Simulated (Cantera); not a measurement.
Input: 1 mol SO2, 0.04 mol H2, 0.074 mol O2, held at 2.20 mbar.

These are equilibrium values from Cantera (NASA tables, ideal gas, pure condensed phases), not measurements of a reactor. Candidate condensed phases: H2O, H2SO4, S; 19 gas species. Equilibrium is a limit: real reactors are often held back by kinetics, nucleation or transport. All values below are at 1398 K.

Base state: SO2 0.914, O2 0.0491, H2O 0.0365, SO3 0.000621, OH 5.86e-5 (mole fractions); condensed: gas only.

### Question
What changes in the equilibrium state with this change: SO2 replaced by S?

### Answer
```tsv
species	before	after
S2	<1e-9	0.817
SO2	0.914	0.103
H2O	0.0365	0.0454
O2	0.0491	<1e-9
H2	1.54e-6	0.0192
H2S	<1e-9	0.00502
S2O	<1e-9	0.00305
SH	<1e-9	0.00131
S	<1e-9	0.000220
```
